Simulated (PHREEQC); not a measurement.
A solution holds 0.0012 mol/kgw Cd(NO3)2, at 25 °C. Closed to the air; pH follows from the charge balance.

All values are PHREEQC results (ion-association model, wateq4f.dat), not measurements.

```json
{
  "pH": "6.53",
  "ionic_strength": "0.00359 mol/kgw"
}
```

```
species  molality  activity   log γ
-------  --------  --------  ------
NO3-      0.00239   0.00224  -0.029
Cd+2      0.00119  0.000920  -0.113
CdNO3+    5.53e-6   5.18e-6  -0.028
H+        3.14e-7   2.96e-7  -0.026
CdOH+     2.76e-7   2.59e-7  -0.028
OH-       3.61e-8   3.38e-8  -0.029
Cd2OH+3   2.09e-9   1.17e-9  -0.254
```

This is a speciation only: nothing precipitates in the calculation.
